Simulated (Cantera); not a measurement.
A perfectly stirred reactor is fed with NH3 : H2 = 1 : 0.58 (molar parts), at 120 Torr; it is held at 1750 K, and followed from long to short residence time.

Computed with Cantera and the gas-phase N/H chemistry of the illustrative SiF4/NH3 mechanism in the Surface Chemkin manual (1991). Walls and surfaces, which speed up NH3 decomposition in real reactors, are not modelled.

x: mole fraction; the columns are a selection and need not sum to one.

| τ (s) | x NH3 | x H2 | x H | x N | x N2 |
|---|---|---|---|---|---|
| 1.6 | 0.422 | 0.513 | 8.97e-5 | 7.13e-8 | 0.0646 |
| 0.50 | ___ | ___ | ___ | 6.71e-8 | ___ |
| 0.16 | 0.602 | 0.388 | 5.95e-5 | 6.42e-8 | 0.00939 |
| 0.051 | 0.623 | 0.374 | 5.57e-5 | 6.07e-8 | 0.00299 |
| 0.016 | 0.630 | 0.369 | 5.21e-5 | ___ | ___ |
| 0.0052 | 0.632 | 0.368 | 4.39e-5 | 3.25e-8 | 0.000182 |
| 0.0017 | 0.633 | 0.367 | 2.58e-5 | 7.04e-9 | 1.71e-5 |
| 0.00054 | 0.633 | 0.367 | 9.24e-6 | 3.37e-10 | 5.08e-7 |
| 0.00017 | 0.633 | 0.367 | 2.94e-6 | 1.06e-11 | 1.01e-8 |

Question: What belongs in the gaps?

Answer: 
- 0.50, x NH3: 0.545
- 0.50, x H2: 0.428
- 0.50, x H: 6.82e-5
- 0.50, x N2: 0.0267
- 0.016, x N: 5.22e-8
- 0.016, x N2: 0.000837
